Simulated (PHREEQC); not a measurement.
## Copper plating or etch bath

Consider water at 25 °C with 0.0055 mol/kgw Cu(BF4)2, 0.00012 mol/kgw HNO3 and 0.00025 mol/kgw Na2SO4. Closed to the air; pH follows from the charge balance.

The numbers come from PHREEQC with the ion-association model, phreeqc.dat.

Precipitation was switched off in this run.

Q: What pH does the model give?

A: pH 2.91.

Q: In which forms is S present?

A: SO4-2 68 %, CuSO4 26 %, HSO4- 5.6 % of the S.

Real BF4- forms and hydrolyses slowly; the run takes it at equilibrium.
